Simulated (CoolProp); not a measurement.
Computed with CoolProp (reference Helmholtz-energy equation of state, Thol 2018).

Task: Give the vapour pressure (bar), liquid density (kg/m³), enthalpy of vaporisation (kJ/kg), liquid cp (kJ/(kg K)) of saturated hydrogen chloride at 219, 243.1 K.

Result: 
| T (K) | p (bar) | liquid density (kg/m³) | enthalpy of vaporisation (kJ/kg) | liquid cp (kJ/(kg K)) |
|---|---|---|---|---|
| 219 | 4.46 | 1100 | 407 | 1.70 |
| 243.1 | 10.8 | 1030 | 371 | 1.79 |
